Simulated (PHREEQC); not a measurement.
Na2HPO4 is added in steps, without added water, to 1 kg of water holding 0.23 mol/kgw K2CO3, at 20 °C. O2 is buffered at 0.21 atm. CO2 from the air is kept out. Only these solids could form: Nahcolite, Natron.

Base run: PHREEQC, ion-association model, wateq4f.dat. Each further column changes one thing. The table gives pH.

```tsv
Na2HPO4 added (mol)	base	K2CO3 from 0.23 to 0.46 mol/kgw	K2CO3 from 0.23 to 0.046 mol/kgw	K2CO3 from 0.23 to 0.253 mol/kgw	no solid may form
0	11.59	11.69	11.36	11.60	11.59
0.0575	10.98	11.10	10.69	11.00	10.98
0.115	10.77	10.90	10.44	10.79	10.77
0.1725	10.63	10.78	10.28	10.65	10.63
0.23	10.53	10.68	10.16	10.55	10.53
0.2875	10.44	10.60	10.07	10.46	10.44
0.345	10.37	10.53	10.00	10.39	10.37
0.4025	10.31	10.47	9.93	10.33	10.31
0.46	10.26	10.42	9.88	10.28	10.26
```

The ionic strength passes 0.7 mol/kgw, the rough limit of the ion-association models, in part of: base; K2CO3 from 0.23 to 0.46 mol/kgw; K2CO3 from 0.23 to 0.046 mol/kgw; K2CO3 from 0.23 to 0.253 mol/kgw; no solid may form. H3PO4, which wateq4f.dat lacks, is added to it with the constant of phreeqc.dat.
